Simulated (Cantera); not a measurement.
What does this Cantera script print?

```python
import numpy as np
import cantera as ct

gas_names = [...]  # 123 gases of nasa_gas.yaml made of C, H, O, S
cond_names = """
    C(gr) C6H6(L) C7H8(L) C8H18(L),n-octa H2O(s) H2O(L) H2SO4(L) S(cr1) S(cr2) S(L)
""".split()


# ... load() reads the species with a 1 bar reference pressure and builds the phases ...
atoms = {
    'CS2': {'C': 1, 'S': 2},
    'SO2': {'S': 1, 'O': 2},
    'H2': {'H': 2},
}
top_T = {'C(gr)': 4500}  # K; cautious upper limits of use, not melting points


# ... equilibrate(T, P, feed) seeds the gas with the atoms and calls Mixture.equilibrate('TP', solver="vcs", rtol=1e-11, max_steps=5000) ...
results = []
feed = {'CS2': 1, 'SO2': 0.017, 'H2': 0.88}  # mol
P = 133.322  # Pa
for T in [1550, 1600, 1650, 1700, 1750, 1800, 1850, 1900, 1950, 2000, 2050, 2100, 2150]:
    mix = equilibrate(T, P, feed)
    results.append((T, P, feed, dict(zip(mix.species_names, mix.species_moles))))

top = {s: max(r[3][s] / sum(r[3][g] for g in gas_names) for r in results) for s in gas_names}
cols = sorted((s for s in top if top[s] > 0.001), key=lambda s: -top[s])[:8]
seen = [c for c in cond_names if any(r[3].get(c, 0) > 1e-12 for r in results)]
print("log10 of partial pressures in bar; condensed amounts in mol")
print(f"{'T/K':>10s}" + "".join(f"{s[:9]:>10s}" for s in cols + seen))
for T, P, feed, n in results:
    ng = sum(n[g] for g in gas_names)
    print(f"{T:10.4g}" + "".join(f"{np.log10(max(n[s] / ng * P / 1e5, 1e-99)):10.3f}" for s in cols)
          + "".join(f"{n.get(c, 0):10.4g}" for c in seen))
```

Output:

```
log10 of partial pressures in bar; condensed amounts in mol
       T/K        H2       CS2        CS        S2         S         H        SH        CO     C(gr)
      1550    -3.232    -3.252    -4.541    -3.957    -6.125    -6.118    -5.301    -4.630    0.1137
      1600    -3.234    -3.264    -4.318    -3.957    -5.896    -5.881    -5.224    -4.634   0.09923
      1650    -3.238    -3.281    -4.112    -3.964    -5.685    -5.661    -5.157    -4.639   0.07609
      1700    -3.245    -3.306    -3.923    -3.980    -5.490    -5.454    -5.099    -4.647   0.04065
      1750    -3.255    -3.344    -3.763    -3.986    -5.303    -5.261    -5.043    -4.657         0
      1800    -3.265    -3.398    -3.670    -3.917    -5.088    -5.079    -4.951    -4.666         0
      1850    -3.277    -3.463    -3.591    -3.858    -4.888    -4.907    -4.870    -4.675         0
      1900    -3.290    -3.539    -3.526    -3.811    -4.702    -4.746    -4.798    -4.685         0
      1950    -3.305    -3.625    -3.474    -3.777    -4.532    -4.593    -4.736    -4.696         0
      2000    -3.321    -3.721    -3.433    -3.755    -4.375    -4.450    -4.684    -4.706         0
      2050    -3.340    -3.826    -3.403    -3.746    -4.232    -4.314    -4.642    -4.718         0
      2100    -3.361    -3.940    -3.382    -3.750    -4.102    -4.187    -4.610    -4.729         0
      2150    -3.386    -4.061    -3.368    -3.767    -3.984    -4.068    -4.588    -4.742         0
```

Equilibrium computed with Cantera from the NASA thermochemical tables; the gas is ideal and each condensed phase is pure.
